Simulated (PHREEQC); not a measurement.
0.034 g of hydrous ferric oxide (600 m²/g; 0.2 weak and 0.005 strong sites per Fe, Dzombak-Morel constants, diffuse double layer) in 1 kg of water with 0.05 mol/kgw of an inert sodium salt and 0.056 mmol/kgw PbCl2 and 0.0001 mmol/kgw NiCl2, at 25 °C; the pH is set by adding NaOH or the inert anion's acid. Oxygen alone is held at its pressure in air (log pO2 = -0.68). CO2 from the air is kept out. No solid was allowed to form.

Base run: PHREEQC, ion-association model, wateq4f.dat. Each further column changes one thing. The table gives Pb sorbed (%).

| pH | base | no electrostatic term (-no_edl) | background salt from 0.05 to 0.005 mol/kgw | oxide from 0.034 to 0.17 g/kgw |
|---|---|---|---|---|
| 3 | 0.2 | 0.2 | 0.2 | 0.9 |
| 3.67 | 1.8 | 1.9 | 1.9 | 8.6 |
| 4.33 | 3.3 | 3.4 | 3.3 | 16.5 |
| 5 | 5.0 | 6.6 | 4.8 | 23.6 |
| 5.67 | 19.1 | 38.2 | 16.9 | 60.5 |
| 6.33 | 49.5 | 85.5 | 43.1 | 93.7 |
| 7 | 71.2 | 98.5 | 63.4 | 99.4 |
| 7.67 | 80.8 | 99.8 | 72.2 | 100.0 |
| 8.33 | 82.2 | 99.9 | 73.8 | 100.0 |
| 9 | 79.5 | 99.8 | 72.9 | 100.0 |
| 9.67 | 75.5 | 99.2 | 71.5 | 100.0 |
| 10.33 | 71.4 | 90.3 | 70.1 | 100.0 |
| 11 | 66.7 | 33.1 | 68.3 | 100.0 |

In at least one series the solution becomes supersaturated in solids that the run did not let form, among them Ni(OH)2. The oxide is taken as insoluble; below pH 4 it would dissolve.
